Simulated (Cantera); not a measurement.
# Diamond growth

A diamond (100) surface in a fixed gas of H2 with x(CH4) = 0.0087, x(H) = 0.01, x(CH3) = 7.7e-05, at 1050 K; coverages are run to steady state.

Model: the Harris–Goodwin 1993 mechanism for the reconstructed diamond (100) surface, integrated in Cantera.

```
P (Pa)  growth (µm/h)  θ c6HH  θ c6H*  θ c6*H  θ c6**   θ c6HM
------  -------------  ------  ------  ------  ------  -------
1000            0.388   0.551  0.0229   0.409  0.0135  0.00261
1400            0.581   0.551  0.0229   0.409  0.0135  0.00280
2100            0.926   0.551  0.0229   0.409  0.0135  0.00298
3000             1.37   0.550  0.0229   0.409  0.0135  0.00310
4300             2.02   0.550  0.0229   0.409  0.0136  0.00319
6200             2.98   0.550  0.0230   0.408  0.0136  0.00326
8900             4.34   0.550  0.0230   0.408  0.0136  0.00330
13000            6.40   0.550  0.0231   0.408  0.0136  0.00334
```
θ: site fractions in the mechanism's names (c6HH fully hydrogenated, c6H* and c6*H radical sites, c6** diradical, c6HM methylated).
